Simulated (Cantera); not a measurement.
**Thermodynamics of halide evaporation, hydrolysis and transport, feed SrCl2 + H2**

Feed: 1 mol SrCl2, a varied amount of H2, equilibrated at 1677 °C and 1.50e-5 bar.

Cantera equilibrium calculation (NASA polynomials, part measured and part estimated; ideal gas, pure solids and liquids). Candidate condensed phases: Sr, SrCl2; 8 gas species. Equilibrium is a limit: real reactors are often held back by kinetics, nucleation or transport.

| n(H2) (mol) | x H2 | x SrCl2 | x H | x HCl | x SrCl | x Cl | x Sr |
|---|---|---|---|---|---|---|---|
| 1.2 | 0.339 | 0.311 | 0.172 | 0.0742 | 0.0465 | 0.0283 | 0.0280 |
| 2.8 | 0.485 | 0.162 | 0.206 | 0.0655 | 0.0328 | 0.0209 | 0.0268 |
| 4.5 | 0.552 | 0.103 | 0.220 | 0.0578 | 0.0253 | 0.0173 | 0.0249 |
| 6.2 | 0.588 | 0.0735 | 0.227 | 0.0521 | 0.0206 | 0.0151 | 0.0233 |
| 7.9 | 0.612 | 0.0558 | 0.232 | 0.0477 | 0.0174 | 0.0135 | 0.0219 |
| 9.5 | 0.628 | 0.0448 | 0.235 | 0.0444 | 0.0152 | 0.0124 | 0.0208 |
| 11 | 0.639 | 0.0373 | 0.237 | 0.0418 | 0.0136 | 0.0116 | 0.0199 |
| 13 | 0.651 | 0.0300 | 0.239 | 0.0389 | 0.0119 | 0.0107 | 0.0189 |
| 15 | 0.660 | 0.0248 | 0.240 | 0.0365 | 0.0105 | 0.00996 | 0.0180 |
| 16 | 0.664 | 0.0227 | 0.241 | 0.0354 | 0.00993 | 0.00964 | 0.0175 |
| 18 | 0.670 | 0.0192 | 0.242 | 0.0334 | 0.00893 | 0.00906 | 0.0168 |
| 20 | 0.676 | 0.0164 | 0.243 | 0.0318 | 0.00811 | 0.00857 | 0.0161 |
| 21 | 0.678 | 0.0153 | 0.244 | 0.0310 | 0.00774 | 0.00835 | 0.0158 |
x: gas mole fraction; nothing condenses.

From 1.2 mol H2 to 21 mol H2 nothing is condensed. The main Sr-bearing gas is SrCl2 at 1.2 mol H2 and Sr at 21 mol H2.
